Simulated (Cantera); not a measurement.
Charge: 1 mol toluene, 0.096 mol NH₃, 1.2 mol O₂, at 925 °C and 1400000 Pa.

Equilibrium computed with Cantera from the NASA thermochemical tables; the gas is ideal and each condensed phase is pure. Candidate condensed phases: C, C₆H₆, C₇H₈, C₈H₁₈, H₂O; 136 gas species. The numbers say what is thermodynamically allowed, not how fast it happens.

Base state: H₂ 0.534, CO 0.307, CH₄ 0.0640, H₂O 0.0608, CO₂ 0.0256, N₂ 0.00833, NH₃ 9.62e-5 (mole fractions); condensed: C(graphite).

Q: What changes in the equilibrium state with this change: temperature from 925 °C to 825 °C?

A: 
```csv
species,before,after
H₂,0.534,0.466
CO,0.307,0.220
H₂O,0.0608,0.132
CO₂,0.0256,0.0617
CH₄,0.0640,0.111
C₂H₆,5.84e-6,1.03e-5
NH₃,9.62e-5,0.000139
N₂,0.00833,0.00943
"C(graphite), mol",4.73,5.02
```
